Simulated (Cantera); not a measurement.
An adiabatic, constant-pressure homogeneous reactor starts with C2H4 : O2 : N2 : H2O = 1 : 1.88 : 7.05 : 1.1 (molar parts), equivalence ratio 1.6, at 1498 K and 14.8 atm.

Model: GRI-Mech 3.0 (53 species, 325 reactions), integrated in Cantera. GRI-Mech 3.0 was tuned for natural gas; its chemistry of ethylene as a main component is partial and can be far from experiment. The pressure lies above the range GRI-Mech 3.0 was tuned for (to about 10 atm).

Predict: time of steepest temperature rise; temperature at 9.00 s; equilibrium temperature; x(O2) at 9.00 s; x(H2O) at 9.00 s; x(HCO) at 9.00 s; x(NO) at 9.00 s.


```
Property                                                              Result
---------------------------------  -----------------------------------------
time of steepest temperature rise                                    5.04 µs
temperature at 9.00 s                                                 2870 K
equilibrium temperature                                               2870 K
x(O2) at 9.00 s                    0.000399 (gas-phase equilibrium 0.000399)
x(H2O) at 9.00 s                         0.180 (gas-phase equilibrium 0.180)
x(HCO) at 9.00 s                     1.09e-6 (gas-phase equilibrium 1.09e-6)
x(NO) at 9.00 s                      0.00151 (gas-phase equilibrium 0.00151)
```
